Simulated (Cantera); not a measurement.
Input (Python, Cantera) and output of one run.

```python
import numpy as np
import cantera as ct

gas_names = [...]  # 95 gases of nasa_gas.yaml made of C, F, H
cond_names = """
    C(gr) C6H6(L) C7H8(L) C8H18(L),n-octa
""".split()


# ... load() reads the species with a 1 bar reference pressure and builds the phases ...
atoms = {
    'CH3F': {'C': 1, 'H': 3, 'F': 1},
    'H2': {'H': 2},
}
top_T = {'C(gr)': 4500}  # K; cautious upper limits of use, not melting points


# ... equilibrate(T, P, feed) seeds the gas with the atoms and calls Mixture.equilibrate('TP', solver="vcs", rtol=1e-11, max_steps=5000) ...
results = []
feed = {'CH3F': 1, 'H2': 0.16}  # mol
T = 3048  # K
for P in [1, 3.6, 13, 46, 170, 600, 2200, 7700, 28000, 100000]:
    mix = equilibrate(T, P, feed)
    results.append((T, P, feed, dict(zip(mix.species_names, mix.species_moles))))
    x = sorted(zip(gas.X, gas.species_names), reverse=True)
    print(f"T = {T:g} K  P = {P:g} Pa  gas = {mix.phase_moles(0):.4g} mol")
    print("   x: " + "  ".join(f"{s} {v:.3e}" for v, s in x if v > 1e-05))
    print("   condensed (mol): " + ("  ".join(f"{mix.phase(i).name} {mix.phase_moles(i):.4g}"
          for i in range(1, mix.n_phases) if mix.phase_moles(i) > 1e-12) or "none"))
```

Result:

```
T = 3048 K  P = 1 Pa  gas = 5.268 mol
   x: H 6.248e-01  F 1.842e-01  C 1.819e-01  HF 5.120e-03  C2 2.774e-03  C3 6.191e-04  CF 5.379e-04  H2 1.171e-04
   condensed (mol): none
T = 3048 K  P = 3.6 Pa  gas = 5.121 mol
   x: H 6.297e-01  F 1.759e-01  C 1.611e-01  HF 1.774e-02  C2 7.838e-03  C3 5.580e-03  CF 1.639e-03  H2 4.283e-04  C2H 4.404e-05
   condensed (mol): none
T = 3048 K  P = 13 Pa  gas = 4.743 mol
   x: H 6.404e-01  F 1.513e-01  C 1.102e-01  HF 5.605e-02  C3 2.330e-02  C2 1.325e-02  CF 3.483e-03  H2 1.600e-03  C2H 2.734e-04  CH 2.089e-05  C4 1.626e-05  C5 1.601e-05
   condensed (mol): none
T = 3048 K  P = 46 Pa  gas = 4.253 mol
   x: H 6.376e-01  HF 1.306e-01  F 1.001e-01  C 5.986e-02  C3 4.672e-02  C2 1.382e-02  H2 5.611e-03  CF 4.426e-03  C2H 1.005e-03  C5 1.186e-04  C4 6.265e-05  C2H2,acetylene 4.810e-05  CH 3.996e-05
   condensed (mol): none
T = 3048 K  P = 170 Pa  gas = 3.838 mol
   x: H 6.115e-01  HF 2.113e-01  C3 6.554e-02  F 4.568e-02  C 2.803e-02  H2 1.907e-02  C2 1.120e-02  CF 3.497e-03  C2H 2.887e-03  C5 4.981e-04  C2H2,acetylene 4.898e-04  C4 1.521e-04  CH 6.633e-05  CF2 1.020e-05
   condensed (mol): none
T = 3048 K  P = 600 Pa  gas = 3.525 mol
   x: H 5.538e-01  HF 2.637e-01  C3 7.457e-02  H2 5.520e-02  F 1.784e-02  C 1.262e-02  C2 8.020e-03  C2H 6.605e-03  C2H2,acetylene 3.581e-03  CF 2.170e-03  C5 1.432e-03  C4 2.750e-04  C4H2 9.695e-05  CH 9.546e-05  C2HF 1.299e-05  C2H2,vinylidene 1.259e-05
   condensed (mol): none
T = 3048 K  P = 2200 Pa  gas = 2.968 mol
   x: H 4.701e-01  HF 3.288e-01  H2 1.459e-01  C3 2.346e-02  C2H2,acetylene 1.041e-02  F 7.145e-03  C2H 6.168e-03  C 3.611e-03  C2 2.406e-03  CF 9.117e-04  C5 4.954e-04  C4H2 3.099e-04  C4 9.074e-05  CH 8.499e-05  C2H2,vinylidene 3.659e-05  C2HF 1.782e-05  CH2 1.323e-05
   condensed (mol): C(gr) 0.6521
T = 3048 K  P = 7700 Pa  gas = 2.631 mol
   x: HF 3.764e-01  H 3.325e-01  H2 2.555e-01  C2H2,acetylene 1.823e-02  C3 6.702e-03  C2H 4.363e-03  F 3.304e-03  C 1.032e-03  C2 6.873e-04  C4H2 5.427e-04  CF 4.215e-04  C5 1.415e-04  C2H2,vinylidene 6.407e-05  CH 6.012e-05  C4 2.593e-05  CH2 2.317e-05  C2HF 2.040e-05  C6H2 1.716e-05
   condensed (mol): C(gr) 0.812
T = 3048 K  P = 28000 Pa  gas = 2.418 mol
   x: HF 4.117e-01  H2 3.510e-01  H 2.044e-01  C2H2,acetylene 2.504e-02  C2H 2.682e-03  C3 1.843e-03  F 1.616e-03  C4H2 7.457e-04  C 2.837e-04  CF 2.062e-04  C2 1.890e-04  C2H2,vinylidene 8.804e-05  C5 3.892e-05  CH 3.696e-05  CH2 3.183e-05  C6H2 2.359e-05  CH3 2.332e-05  C2HF 2.231e-05
   condensed (mol): C(gr) 0.8415
T = 3048 K  P = 100000 Pa  gas = 2.299 mol
   x: HF 4.339e-01  H2 4.146e-01  H 1.176e-01  C2H2,acetylene 2.958e-02  C2H 1.542e-03  C4H2 8.808e-04  F 8.296e-04  C3 5.161e-04  CF 1.059e-04  C2H2,vinylidene 1.040e-04  C 7.944e-05  CH3 5.657e-05  C2 5.292e-05  CH2 3.760e-05  C6H2 2.786e-05  C2HF 2.352e-05  CH 2.125e-05  CH4 1.276e-05  C5 1.090e-05
   condensed (mol): C(gr) 0.843
```

These are equilibrium values from Cantera (NASA tables, ideal gas, pure condensed phases), not measurements of a reactor.
